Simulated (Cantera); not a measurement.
Silicon etching in halogen gases: Si + F2 + N2

Input: 1 mol Si, 10 mol F2, a varied amount of N2, equilibrated at 1723.15 K and 12000 Pa.

These are equilibrium values from Cantera (NASA tables, ideal gas, pure condensed phases), not measurements of a reactor. Candidate condensed phases: Si, Si3N4; 16 gas species. The numbers say what is thermodynamically allowed, not how fast it happens.

From 1.1 mol N2 to 45 mol N2 nothing is condensed. The main Si-bearing gas is SiF4 throughout.

```tsv
n(N2) (mol)	x F	x N2	x SiF4	x F2	x NF2
1.1	0.882	0.0609	0.0554	0.00221	4.53e-8
1.9	0.844	0.101	0.0530	0.00202	5.34e-8
3.3	0.786	0.163	0.0493	0.00175	5.88e-8
5.5	0.709	0.245	0.0445	0.00143	5.87e-8
9.3	0.607	0.354	0.0381	0.00105	5.17e-8
16	0.484	0.485	0.0303	0.000665	3.85e-8
27	0.363	0.614	0.0227	0.000374	2.44e-8
45	0.258	0.726	0.0161	0.000189	1.34e-8
```
x: gas mole fraction; nothing condenses.
